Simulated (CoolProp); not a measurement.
Vapour-liquid equilibrium of propane (1) + R113 (2) at -15.75 °C; x and y are mole fractions of (1).

The numbers come from the multi-fluid Helmholtz-energy mixture model, Lemmon 2009 and Marx 1992; pair parameters Bell 2016 in CoolProp.

| x | bubble pressure, mixture model (kPa) | bubble pressure, Raoult's law (kPa) | y, mixture model | y, Raoult's law |
|---|---|---|---|---|
| 0.05 | 25.13 | 20.50 | 0.746 | 0.693 |
| 0.15 | 60.23 | 48.25 | 0.903 | 0.883 |
| 0.25 | 92.36 | 76.01 | [?] | 0.935 |
| 0.35 | 121.5 | 103.8 | 0.960 | 0.958 |
| 0.45 | 147.9 | 131.5 | 0.971 | 0.972 |
| 0.55 | [?] | 159.3 | 0.978 | 0.981 |
| 0.65 | [?] | 187.0 | [?] | 0.988 |
| 0.75 | [?] | 214.8 | 0.989 | 0.992 |
| 0.85 | 243.4 | 242.5 | [?] | 0.996 |
| 0.95 | 269.8 | 270.3 | 0.998 | 0.999 |

Task: Complete the blanks.

Result: 
- 0.25, y, mixture model: 0.942
- 0.55, bubble pressure, mixture model (kPa): 172.5
- 0.65, bubble pressure, mixture model (kPa): 195.9
- 0.65, y, mixture model: 0.984
- 0.75, bubble pressure, mixture model (kPa): 219.2
- 0.85, y, mixture model: 0.993

The largest gap from Raoult's law is +24.8 % in bubble pressure, at x = 0.15. No azeotrope shows between x = 0.05 and 0.95.

The pair parameters rest on a limited set of measurements; away from them the model extrapolates.
